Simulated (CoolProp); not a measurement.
n-heptane along the isotherm 78.75 °C: fugacity coefficient from the reference equation and from simpler models built on Tc = 268.1 °C, pc = 2.774 MPa, ω = 0.349; each cubic takes its own stable root.

Model: reference Helmholtz-energy equation of state, Span 2003, in CoolProp. It is a short technical equation, of lower accuracy than the large ones.

```
p (MPa)   phase  reference
-------  ------  ---------
0.0867   liquid     0.6116
0.173    liquid     0.3080
0.26     liquid     0.2059
0.347    liquid     0.1550
0.433    liquid     0.1248
0.52     liquid     0.1044
0.607    liquid    0.08985
0.693    liquid    0.07907
0.78     liquid    0.07058
0.867    liquid    0.06380
0.954    liquid    0.05825
1.04     liquid    0.05369
1.13     liquid    0.04965
1.21     liquid    0.04657
1.3      liquid    0.04356
1.39     liquid    0.04093
```

Problem. How far does each simpler model (van der Waals, Redlich-Kwong, Soave-Redlich-Kwong) lie from the reference over these 16 states: mean and median of the absolute difference, and the worst?

Solution. 
- van der Waals: mean 471.1 %, median 532.5 %, worst +548.7 % at 78.75 °C and 1.39 MPa
- Redlich-Kwong: mean 122.0 %, median 126.3 %, worst +127.7 % at 78.75 °C and 1.39 MPa
- Soave-Redlich-Kwong: mean 0.4 %, median 0.4 %, worst -0.8 % at 78.75 °C and 0.0867 MPa

At some of these states van der Waals, Redlich-Kwong gives the other phase, because its saturation line lies elsewhere.
